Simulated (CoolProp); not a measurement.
The numbers come from the reference Helmholtz-energy equation of state, Schmidt 1985 in CoolProp.

Question: For oxygen, give the phase and the density (kg/m³), cp (kJ/(kg K)), expansivity (1/kK), viscosity (µPa s) at 85.4 K and 7.48 MPa; 178.4 K and 7.48 MPa.

Answer: 
- 85.4 K and 7.48 MPa: liquid; density 1180, cp 1.66, expansivity 3.86, viscosity 238
- 178.4 K and 7.48 MPa: supercritical; density 267, cp 2.54, expansivity 24.9, viscosity 18.7

Viscosity comes from a separate model (Lemmon 2004).
